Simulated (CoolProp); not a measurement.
Water at 298.15 K and 17.6 MPa flows at 0.083 m/s in a round tube of 100 mm bore and 45 µm roughness, fully developed (64/Re and Nu = 3.66 if laminar; Colebrook and Gnielinski if turbulent). Each further row changes one setting.

The numbers come from the reference Helmholtz-energy equation of state, Wagner 2002 in CoolProp.

```tsv
case	Reynolds number	Darcy friction factor	pressure drop (Pa/m)	heat-transfer coefficient (W/(m² K))	mass flow (kg/h)
as stated	9390	?	?	?	2360
velocity 0.166 m/s	18800	0.0272	?	?	4720
diameter 200 mm	18800	0.0268	?	?	?
```

Problem. Complete the blanks.

Solution. 
- as stated, Darcy friction factor: 0.0321
- as stated, pressure drop (Pa/m): 1.11
- as stated, heat-transfer coefficient (W/(m² K)): 435
- velocity 0.166 m/s, pressure drop (Pa/m): 3.77
- velocity 0.166 m/s, heat-transfer coefficient (W/(m² K)): 824
- diameter 200 mm, pressure drop (Pa/m): 0.463
- diameter 200 mm, heat-transfer coefficient (W/(m² K)): 407
- diameter 200 mm, mass flow (kg/h): 9430

Viscosity comes from a separate model (Huber 2009). Thermal conductivity comes from a separate model (Huber 2012).
